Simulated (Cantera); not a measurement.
Thermodynamics of boron, boron nitride and boron oxide, feed borazine + N2

Input: 1 mol borazine, 0.26 mol N2, held at 2000 Pa.

These are equilibrium values from Cantera (NASA tables, ideal gas, pure condensed phases), not measurements of a reactor. Candidate condensed phases: B, BN; 15 gas species. The feed counts by its element totals alone. Mutual solubility and eutectic melting of coexisting phases are not modelled. The tables' values for BH2 are old estimates; treat these amounts as uncertain. Rates play no part.

From 750 K to 2100 K the condensed part is BN(s). At 2250 K the condensed part is B(s) + BN(s). At 2400 K the condensed part is B(l).

| T (K) | x H2 | x N2 | x H | x BH2 | x B | x BH | n BN(s) | n B(s) | n B(l) |
|---|---|---|---|---|---|---|---|---|---|
| 750 | 0.920 | 0.0797 | 2.15e-12 | <1e-12 | <1e-12 | <1e-12 | 3.00 | 0 | 0 |
| 900 | 0.920 | 0.0798 | 7.93e-10 | <1e-12 | <1e-12 | <1e-12 | 3.00 | 0 | 0 |
| 1050 | 0.920 | 0.0798 | 5.50e-8 | <1e-12 | <1e-12 | <1e-12 | 3.00 | 0 | 0 |
| 1200 | 0.920 | 0.0798 | 1.34e-6 | 2.27e-12 | <1e-12 | <1e-12 | 3.00 | 0 | 0 |
| 1350 | 0.920 | 0.0798 | 1.62e-5 | 3.22e-10 | <1e-12 | <1e-12 | 3.00 | 0 | 0 |
| 1500 | 0.920 | 0.0797 | 0.000119 | 1.68e-8 | <1e-12 | <1e-12 | 3.00 | 0 | 0 |
| 1650 | 0.920 | 0.0797 | 0.000616 | 4.23e-7 | 6.38e-11 | 9.41e-11 | 3.00 | 0 | 0 |
| 1800 | 0.918 | 0.0797 | 0.00243 | 6.17e-6 | 8.48e-9 | 5.95e-9 | 3.00 | 0 | 0 |
| 1950 | 0.913 | 0.0795 | 0.00774 | 5.90e-5 | 5.27e-7 | 1.97e-7 | 3.00 | 0 | 0 |
| 2100 | 0.900 | 0.0791 | 0.0209 | 0.000403 | 1.80e-5 | 3.90e-6 | 3.00 | 0 | 0 |
| 2250 | 0.790 | 0.162 | 0.0467 | 0.00132 | 0.000267 | 3.40e-5 | 2.33 | 0.666 | 0 |
| 2400 | 0.559 | 0.354 | 0.0841 | 0.00166 | 0.00159 | 0.000113 | 0 | 0 | 2.98 |
x: gas mole fraction; n: condensed amount in mol.
